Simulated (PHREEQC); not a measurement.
Solution (25 °C): 110 mmol/kgw CuSO4, 5.2 mmol/kgw H2SO4 and 1.3 mmol/kgw FeCl3. Closed to the air; pH follows from the charge balance.

Model: ion-association model, phreeqc.dat, run in PHREEQC.

**Question.** The ionic strength comes out as 0.232 mol/kgw. What activity coefficients do CuCl+, Fe(SO4)2-, SO4-2, FeHSO4+2, Cu+2 get?

**Answer.** CuCl+ 0.71, Fe(SO4)2- 0.74, SO4-2 0.28, FeHSO4+2 0.30, Cu+2 0.31.

No solid was allowed to form. Saturation is exceeded, for instance for Hematite (slow to form), Goethite (slow to form); the values hold only as long as no solid forms. Species that the database lacks are ignored.
